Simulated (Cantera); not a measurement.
A closed system holds: 1 mol B2H6, 5 mol H2O, 0.45 mol H2, at 2325 K and 75.0 Torr.

These are equilibrium values from Cantera (NASA tables, ideal gas, pure condensed phases), not measurements of a reactor. Candidate condensed phases: B, B2O3, B3O3H3, H2O; 23 gas species. The feed counts by its element totals alone. Rates play no part.

Base state: H2 0.646, HBO2 0.144, H2O 0.142, H 0.0280, B2O3 0.0239, HBO 0.00963, BO 0.00459, BO2 0.00125 (mole fractions); condensed: gas only.

Problem. What changes in the equilibrium state with this change: pressure from 75.0 Torr to 17.3 Torr?

Solution. 
```json
[
 {"species": "H2", "before": "0.646", "after": "0.619"},
 {"species": "H2O", "before": "0.142", "after": "0.140"},
 {"species": "HBO2", "before": "0.144", "after": "0.139"},
 {"species": "H", "before": "0.0280", "after": "0.0571"},
 {"species": "B2O3", "before": "0.0239", "after": "0.0223"},
 {"species": "O2", "before": "2.75e-6", "after": "1.28e-5"},
 {"species": "O", "before": "3.01e-5", "after": "0.000135"},
 {"species": "OH", "before": "0.00102", "after": "0.00216"}
]
```
